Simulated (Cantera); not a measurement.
An isothermal, constant-pressure homogeneous reactor starts with 40.0 % NH3, 60.0 % N2, at 1600 K and 0.132 atm.

Model: the gas-phase N/H chemistry of the illustrative SiF4/NH3 mechanism in the Surface Chemkin manual (1991), integrated in Cantera. Walls and surfaces, which speed up NH3 decomposition in real reactors, are not modelled.

x: mole fraction; the columns are a selection and need not sum to one.

| t (s) | x NH3 | x N | x H | x NH2 | x NH | x N2 |
|---|---|---|---|---|---|---|
| 0.000600 | 0.400 | <1e-12 | 5.02e-9 | 2.83e-6 | 2.94e-10 | 0.600 |
| 0.00173 | 0.400 | <1e-12 | 5.17e-9 | (withheld) | (withheld) | 0.600 |
| 0.00500 | 0.400 | 9.31e-12 | 6.68e-9 | 2.35e-5 | 2.84e-8 | 0.600 |
| 0.0144 | 0.400 | 6.29e-11 | 2.02e-8 | 6.28e-5 | 1.46e-7 | 0.600 |
| 0.0416 | 0.399 | 3.36e-10 | (withheld) | 9.83e-5 | (withheld) | 0.600 |
| 0.120 | 0.398 | 1.04e-9 | 2.50e-7 | 9.86e-5 | 3.15e-7 | 0.600 |
| 0.346 | 0.394 | 3.12e-9 | 7.09e-7 | 9.59e-5 | 3.63e-7 | 0.600 |
| 1.000 | 0.382 | 8.17e-9 | 1.96e-6 | 9.08e-5 | 4.35e-7 | 0.599 |
| 2.88 | 0.351 | 1.54e-8 | 5.21e-6 | 8.23e-5 | 4.88e-7 | 0.596 |
| 8.32 | 0.281 | 2.01e-8 | 1.30e-5 | 6.81e-5 | 4.72e-7 | 0.591 |
| 24.0 | 0.169 | 2.00e-8 | 2.82e-5 | 4.58e-5 | 3.76e-7 | 0.583 |
| 69.3 | 0.0635 | 1.56e-8 | 5.13e-5 | 2.15e-5 | 2.25e-7 | 0.576 |
| 200 | 0.0146 | 8.26e-9 | 7.70e-5 | 6.46e-6 | 8.94e-8 | 0.572 |

Q: Fill in the missing entries.

A: 
- 0.00173, x NH2: 8.17e-6
- 0.00173, x NH: 3.46e-9
- 0.0416, x H: 8.44e-8
- 0.0416, x NH: 2.87e-7
